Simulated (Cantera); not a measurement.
A freely propagating, adiabatic, planar premixed flame of CH4 : C2H6 : C3H8 : O2 : N2 = 1 : 0.11 : 0.13 : 2.53 : 9.51 (molar parts), equivalence ratio 1.2, unburnt at 650 K and 90.0 Torr; mixture-averaged transport, grid criteria slope 0.08 and curve 0.16, no radiation.

Cantera simulation using GRI-Mech 3.0 (53 species, 325 reactions); the numbers are that mechanism's predictions, not measurements. Burning velocities carry a grid error of a few per cent, more on coarse grids.

Problem. What does this change do: 0.59 parts H2 added?

Solution. 
| quantity | before | after |
|---|---|---|
| laminar burning velocity | 203 cm/s | 228 cm/s |
| thermal thickness | 2.04 mm | 1.97 mm |
| peak x(C2H) | 3.79e-6 | 4.24e-6 |
| peak x(CH2O) | 0.00145 | 0.00134 |
| peak x(H) | 0.0195 | 0.0226 |

Problem. What does this change do: 0.47 parts H2O added?

Solution. 
```
quantity                    before     after
------------------------  --------  --------
laminar burning velocity  203 cm/s  192 cm/s
thermal thickness          2.04 mm   2.16 mm
peak x(C2H)                3.79e-6   2.97e-6
peak x(CH2O)               0.00145   0.00136
peak x(H)                   0.0195    0.0187
```

Problem. What does this change do: inlet temperature 650 to 623 K?

Solution. 
| quantity | before | after |
|---|---|---|
| laminar burning velocity | 203 cm/s | 188 cm/s |
| thermal thickness | 2.04 mm | 2.07 mm |
| peak x(C2H) | 3.79e-6 | 3.52e-6 |
| peak x(CH2O) | 0.00145 | 0.00142 |
| peak x(H) | 0.0195 | 0.0192 |
